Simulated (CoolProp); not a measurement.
Vapour-liquid equilibrium of cyclohexane (1) + toluene (2) at 0.819 MPa; x and y are mole fractions of (1).

Computed with CoolProp (multi-fluid Helmholtz-energy mixture model, Zhou 2014 and Lemmon 2006; pair parameters Bell 2016).

```json
[
 {"x": "0.05", "bubble temperature, mixture model (K)": "475.2", "bubble temperature, Raoult's law (K)": "475.9", "y, mixture model": "0.088", "y, Raoult's law": "0.086"},
 {"x": "0.15", "bubble temperature, mixture model (K)": "(withheld)", "bubble temperature, Raoult's law (K)": "471.7", "y, mixture model": "0.241", "y, Raoult's law": "0.241"},
 {"x": "0.25", "bubble temperature, mixture model (K)": "465.4", "bubble temperature, Raoult's law (K)": "467.7", "y, mixture model": "0.371", "y, Raoult's law": "0.377"},
 {"x": "0.35", "bubble temperature, mixture model (K)": "461.3", "bubble temperature, Raoult's law (K)": "464.0", "y, mixture model": "(withheld)", "y, Raoult's law": "0.496"},
 {"x": "0.45", "bubble temperature, mixture model (K)": "(withheld)", "bubble temperature, Raoult's law (K)": "460.4", "y, mixture model": "0.580", "y, Raoult's law": "0.601"},
 {"x": "0.55", "bubble temperature, mixture model (K)": "454.5", "bubble temperature, Raoult's law (K)": "457.0", "y, mixture model": "0.667", "y, Raoult's law": "0.694"},
 {"x": "0.65", "bubble temperature, mixture model (K)": "451.7", "bubble temperature, Raoult's law (K)": "453.8", "y, mixture model": "0.747", "y, Raoult's law": "0.776"},
 {"x": "0.75", "bubble temperature, mixture model (K)": "449.2", "bubble temperature, Raoult's law (K)": "450.8", "y, mixture model": "0.821", "y, Raoult's law": "0.849"},
 {"x": "0.85", "bubble temperature, mixture model (K)": "446.9", "bubble temperature, Raoult's law (K)": "447.9", "y, mixture model": "0.893", "y, Raoult's law": "0.915"},
 {"x": "0.95", "bubble temperature, mixture model (K)": "444.8", "bubble temperature, Raoult's law (K)": "445.1", "y, mixture model": "0.964", "y, Raoult's law": "0.973"}
]
```

**Question.** Complete the blanks.

**Answer.** 
- 0.15, bubble temperature, mixture model (K): 470.0
- 0.35, y, mixture model: 0.483
- 0.45, bubble temperature, mixture model (K): 457.7

The largest gap from Raoult's law is -2.7 K in bubble temperature, at x = 0.45. No azeotrope shows between x = 0.05 and 0.95.

The pair parameters rest on a limited set of measurements; away from them the model extrapolates.
